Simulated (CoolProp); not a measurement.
Vapour-liquid equilibrium of dimethyl ether (1) + n-pentane (2) at 0.656 bar; x and y are mole fractions of (1).

Computed with CoolProp (multi-fluid Helmholtz-energy mixture model, Wu 2011 and Thol 2019; pair parameters Bell 2016).

```json
[
 {"x": "0.05", "bubble temperature (°C)": "17.7", "y at the bubble point": "0.248", "dew temperature at overall composition x (°C)": "22.8", "liquid density (mol/L)": "[?]"},
 {"x": "0.125", "bubble temperature (°C)": "7.1", "y at the bubble point": "0.555", "dew temperature at overall composition x (°C)": "21.0", "liquid density (mol/L)": "9.374"},
 {"x": "0.2", "bubble temperature (°C)": "-3.0", "y at the bubble point": "0.747", "dew temperature at overall composition x (°C)": "19.0", "liquid density (mol/L)": "9.859"},
 {"x": "0.275", "bubble temperature (°C)": "[?]", "y at the bubble point": "0.851", "dew temperature at overall composition x (°C)": "16.9", "liquid density (mol/L)": "10.35"},
 {"x": "0.35", "bubble temperature (°C)": "-17.7", "y at the bubble point": "[?]", "dew temperature at overall composition x (°C)": "14.7", "liquid density (mol/L)": "10.83"},
 {"x": "0.425", "bubble temperature (°C)": "-22.3", "y at the bubble point": "0.936", "dew temperature at overall composition x (°C)": "12.2", "liquid density (mol/L)": "[?]"},
 {"x": "0.5", "bubble temperature (°C)": "-25.5", "y at the bubble point": "0.953", "dew temperature at overall composition x (°C)": "9.4", "liquid density (mol/L)": "11.83"},
 {"x": "0.575", "bubble temperature (°C)": "-27.8", "y at the bubble point": "0.963", "dew temperature at overall composition x (°C)": "6.3", "liquid density (mol/L)": "12.35"},
 {"x": "0.65", "bubble temperature (°C)": "[?]", "y at the bubble point": "0.970", "dew temperature at overall composition x (°C)": "2.7", "liquid density (mol/L)": "[?]"},
 {"x": "0.725", "bubble temperature (°C)": "-30.5", "y at the bubble point": "0.975", "dew temperature at overall composition x (°C)": "-1.5", "liquid density (mol/L)": "13.50"},
 {"x": "0.8", "bubble temperature (°C)": "-31.4", "y at the bubble point": "0.980", "dew temperature at overall composition x (°C)": "-6.8", "liquid density (mol/L)": "14.15"},
 {"x": "0.875", "bubble temperature (°C)": "-32.4", "y at the bubble point": "0.985", "dew temperature at overall composition x (°C)": "-13.8", "liquid density (mol/L)": "14.86"},
 {"x": "0.95", "bubble temperature (°C)": "-33.5", "y at the bubble point": "0.993", "dew temperature at overall composition x (°C)": "-24.9", "liquid density (mol/L)": "15.65"}
]
```

### Question
What belongs in the gaps?

### Answer

- 0.05, liquid density (mol/L): 8.910
- 0.275, bubble temperature (°C): -11.3
- 0.35, y at the bubble point: 0.906
- 0.425, liquid density (mol/L): 11.33
- 0.65, bubble temperature (°C): -29.3
- 0.65, liquid density (mol/L): 12.91

No azeotrope shows between x = 0.05 and 0.95.

Pair parameters are fitted to limited data, so mixtures are less certain than the pure fluids. The gap from Raoult's law changes sign with composition, which may be real or a fault of the pair parameters; it wasn't checked against measurements.
